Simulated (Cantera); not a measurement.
## Hydrocarbon pyrolysis for carbon deposition

A perfectly stirred reactor is fed with C₂H₆ : N₂ = 1 : 46 (molar parts), at 1330 Pa; it is held at 1623 K, and followed from long to short residence time.

Detailed kinetics in Cantera: GRI-Mech 3.0 (53 species, 325 reactions). GRI-Mech 3.0 stops at C3 and has no aromatics, soot or wall deposition, so with more carbon than oxygen in the feed, carbon stays in small species such as C2H2 where larger ones or solid carbon would form. Radical loss at walls, strong at low pressure, is not modelled.

```csv
τ (s),x C₂H₆,x CH₄,x CH₃,x C₂H₄,x CH₂
2.8,1.09e-5,0.00131,0.000216,6.10e-5,1.43e-6
1.0,2.89e-5,0.00191,0.000355,0.000152,2.39e-6
0.38,7.20e-5,0.00266,0.000566,0.000354,3.77e-6
0.14,0.000184,0.00361,0.000914,0.000822,5.85e-6
0.051,0.000469,0.00455,0.00148,0.00182,8.78e-6
0.019,0.00116,0.00507,0.00233,0.00359,1.24e-5
0.0069,0.00289,0.00458,0.00362,0.00599,1.63e-5
0.0025,0.00674,0.00285,0.00499,0.00700,1.80e-5
0.00093,0.0129,0.00104,0.00503,0.00436,1.41e-5
0.00034,0.0183,0.000215,0.00313,0.00104,5.79e-6
```
x: mole fraction; the columns are a selection and need not sum to one.
